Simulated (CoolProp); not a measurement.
Vapour-liquid equilibrium of benzene (1) + cyclohexane (2) at 416.9 K; x and y are mole fractions of (1).

Values from CoolProp's multi-fluid Helmholtz-energy mixture model, Thol 2012 and Zhou 2014; pair parameters Bell 2016.

```csv
x,"bubble pressure, mixture model (kPa)","bubble pressure, Raoult's law (kPa)","y, mixture model","y, Raoult's law"
0.05,495.5,488.2,0.064,0.052
0.15,510.1,490.7,0.180,0.156
0.25,521.7,493.2,0.284,0.259
0.35,530.4,495.6,0.380,0.361
0.45,536.3,498.1,0.470,0.462
0.55,539.4,500.6,0.558,0.562
0.65,539.5,503.1,0.644,0.661
0.75,536.6,505.5,0.734,0.759
0.85,530.0,508.0,0.830,0.856
0.95,519.1,510.5,0.939,0.952
```

The largest gap from Raoult's law is +7.8 % in bubble pressure, at x = 0.55. y crosses x between x = 0.55 and 0.65: the model has an azeotrope there.

Pair parameters are fitted to limited data, so mixtures are less certain than the pure fluids.
